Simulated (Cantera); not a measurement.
An isothermal, constant-pressure homogeneous reactor starts with 90.9 % N₂O, 9.09 % H₂O, at 1475 K and 1.90 bar.

Detailed kinetics in Cantera: GRI-Mech 3.0 (53 species, 325 reactions). GRI-Mech 3.0 was tuned for natural gas; its chemistry of N2O as a main component is partial and can be far from experiment. The temperature is held fixed by assumption; the heat of reaction is taken as removed at once.

x: mole fraction; the columns are a selection and need not sum to one.

| t (s) | x N₂O | x H₂O | x H₂O₂ | x NO | x N₂ | x NO₂ |
|---|---|---|---|---|---|---|
| 0.000200 | 0.883 | 0.0899 | 3.75e-7 | 0.00334 | 0.0164 | 0.000203 |
| 0.000511 | 0.844 | 0.0887 | (withheld) | (withheld) | (withheld) | (withheld) |
| 0.00131 | 0.755 | 0.0860 | 2.52e-7 | 0.0189 | 0.0960 | 0.00102 |
| 0.00334 | 0.585 | 0.0806 | 1.99e-7 | 0.0391 | 0.203 | 0.00140 |
| 0.00855 | (withheld) | (withheld) | (withheld) | (withheld) | (withheld) | 0.00156 |
| 0.0219 | 0.117 | 0.0661 | 8.40e-8 | 0.0826 | 0.503 | 0.00146 |
| 0.0559 | 0.0158 | 0.0630 | 2.79e-8 | 0.0854 | 0.571 | 0.00115 |
| 0.143 | 0.000217 | 0.0625 | 8.46e-9 | 0.0854 | 0.582 | 0.000786 |
| 0.366 | 1.98e-6 | 0.0625 | 8.02e-9 | 0.0854 | 0.582 | 0.000769 |
| 0.935 | 1.97e-6 | 0.0625 | 8.03e-9 | 0.0853 | 0.582 | 0.000768 |
| 2.39 | 1.96e-6 | 0.0625 | 8.03e-9 | 0.0850 | 0.582 | 0.000766 |
| 6.12 | 1.93e-6 | 0.0625 | 8.03e-9 | 0.0843 | 0.583 | 0.000760 |
| 15.6 | 1.85e-6 | 0.0625 | 8.05e-9 | 0.0825 | 0.584 | 0.000745 |
| 40.0 | 1.68e-6 | 0.0625 | 8.08e-9 | 0.0783 | 0.586 | 0.000709 |

Q: Complete the blanks.

A: 
- 0.000511, x H₂O₂: 3.13e-7
- 0.000511, x NO: 0.00814
- 0.000511, x N₂: 0.0408
- 0.000511, x NO₂: 0.000554
- 0.00855, x N₂O: 0.338
- 0.00855, x H₂O: 0.0730
- 0.00855, x H₂O₂: 1.45e-7
- 0.00855, x NO: 0.0652
- 0.00855, x N₂: 0.360
